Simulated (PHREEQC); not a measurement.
**Alkaline etch or developer: an equilibrium model**

Make-up at 8 °C: 0.0023 mol/kgw NaOH and 0.0057 mol/kgw K2SiO3. Closed to the air; pH follows from the charge balance.

Equilibrium calculation in PHREEQC: ion-association model, wateq4f.dat.

Each row changes one thing in this solution. Precipitation was switched off in this run.

| case | pH | ionic strength (mol/kgw) |
|---|---|---|
| as made | 12.44 | 0.0141 |
| K2SiO3 replaced by K2CO3 at the same molality | ___ | 0.0192 |
| 0.00065 mol/kgw NH4HCO3 added | ___ | 0.0147 |
| K2SiO3 from 0.0057 to 0.00513 mol/kgw | 12.41 | 0.0129 |
| NaOH from 0.0023 to 0.0046 mol/kgw | ___ | 0.0165 |
| diluted 100-fold with water | ___ | 0.000137 |

Some entries are withheld; supply them.


- K2SiO3 replaced by K2CO3 at the same molality, pH: 11.94
- 0.00065 mol/kgw NH4HCO3 added, pH: 12.37
- NaOH from 0.0023 to 0.0046 mol/kgw, pH: 12.55
- diluted 100-fold with water, pH: 10.58

Away from 25 °C the constants follow the database's enthalpies or fits; those with neither stay at their 25 °C values.
